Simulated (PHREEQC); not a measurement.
A column of 1 m (30 cells, dispersivity 0.035 m, 720 s a shift, diffusion coefficient 3e-10 m²/s) holds 0.008 eq of the database's cation exchanger X per kg of pore water, first in equilibrium with 0.0012 mol/kgw NaCl and 1e-05 mol/kgw HCl. It is flushed with 0.7 mmol/kgw MnCl2, 11 mmol/kgw KBr and 0.01 mmol/kgw HCl, at 25 °C. Values are for the last cell. CO2 from the air is kept out. No solid was allowed to form.

The series has 31 steps of pore volumes, from 0 to 4.017.

The numbers come from PHREEQC with the ion-association model, phreeqc.dat.

Question: After how many pore volumes does K at the outlet first reach half of its feed value?

Answer: By 1.6 pore volumes; it later peaks at 0.0122 mol/kgw, above the feed's 0.0110.

Question: After how many pore volumes does Br at the outlet first reach half of its feed value?

Answer: By 1.1 pore volumes.

Question: After how many pore volumes does Mn at the outlet first reach half of its feed value?

Answer: By 3.0 pore volumes.
